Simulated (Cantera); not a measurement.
Charge: 1 mol Si2Cl6, 0.54 mol Cl2, 160 mol N2, 1.2 mol HCl, held at 702 °C and 0.100 bar.

Equilibrium computed with Cantera from the NASA thermochemical tables; the gas is ideal and each condensed phase is pure. Candidate condensed phases: NH4Cl, Si, Si3N4; 28 gas species. The feed counts by its element totals alone. N2 is the only nitrogen source here; it is nearly inert below about 1500 K, so the nitride shown seldom forms there in practice. Rates play no part.

Base state: N2 0.982, SiCl4 0.0110, HCl 0.00700, H2 0.000185 (mole fractions); condensed: Si3N4(s).

Question: What changes in the equilibrium state with this change: temperature from 702 °C to 1027 °C?

Answer: 
```csv
species,before,after
N2,0.982,0.981
SiCl4,0.0110,0.0102
HCl,0.00700,0.00712
SiCl3,4.82e-6,0.000754
SiCl2,6.00e-8,0.000331
H2,0.000185,0.000120
"Si3N4(s), mol",0.0715,0.0540
```
The tables' values for SiCl3 are old estimates; treat these amounts as uncertain.

Question: What changes in the equilibrium state with this change: temperature from 702 °C to 1150 °C?

Answer: 
```csv
species,before,after
N2,0.982,0.980
SiCl4,0.0110,0.00853
HCl,0.00700,0.00720
SiCl3,4.82e-6,0.00195
SiCl2,6.00e-8,0.00177
Cl,1.75e-9,1.43e-5
H2,0.000185,7.49e-5
"Si3N4(s), mol",0.0715,0
```
The tables' values for SiCl3 are old estimates; treat these amounts as uncertain.
